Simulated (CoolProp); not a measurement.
Saturation properties of water.

Values from CoolProp's reference Helmholtz-energy equation of state, Wagner 2002.

| T (°C) | p (MPa) | liquid density (kg/m³) | vapour density (kg/m³) | enthalpy of vaporisation (kJ/kg) | liquid conductivity (mW/(m K)) |
|---|---|---|---|---|---|
| 39.05 | 0.007019 | 992.5 | 0.04885 | 2408 | 627 |
| 71.65 | 0.03350 | 976.8 | 0.2121 | 2329 | 661 |
| 104.25 | 0.1178 | 955.3 | 0.6881 | 2245 | 679 |
| 136.85 | 0.3305 | 928.9 | 1.808 | 2154 | 683 |
| 169.45 | 0.7817 | 898.0 | 4.070 | 2051 | 676 |
| 202.05 | 1.623 | 862.3 | 8.193 | 1932 | 659 |
| 234.65 | 3.043 | 820.8 | 15.22 | 1791 | 632 |
| 267.25 | 5.270 | 772.0 | 26.81 | 1621 | 597 |
| 299.85 | 8.570 | 712.4 | 46.05 | 1406 | 553 |
| 332.45 | 13.27 | 633.8 | 80.54 | 1114 | 497 |

It boils at 100.0 °C under 1 atm.

Thermal conductivity comes from a separate model (Huber 2012).
